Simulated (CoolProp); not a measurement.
A single-stage vapour-compression cycle with R245fa: evaporating at 256.15 K (dew point), condensing at 302.15 K (bubble point), superheat 2 K, subcooling 0 K, compressor efficiency 0.7, no pressure losses. Each further row changes one setting.

Values from CoolProp's reference Helmholtz-energy equation of state, Akasaka 2015.

```
case                              cooling COP  pressure ratio  discharge temperature (K)  refrigerating effect (kJ/kg)  volumetric capacity (kJ/m³)
--------------------------------  -----------  --------------  -------------------------  ----------------------------  ---------------------------
as stated                                3.24            7.45                      318.8                           156                          228
evaporating temperature 261.15 K         3.78            5.75                      316.4                           160                          298
condensing temperature 297.15 K          3.73            6.21                      313.1                           163                          238
subcooling 5 K                           3.37            7.45                      318.8                           163                          238
superheat 12 K                           3.27            7.45                      329.4                           164                          230
compressor efficiency 0.6                2.77            7.45                      327.3                           156                          228
```
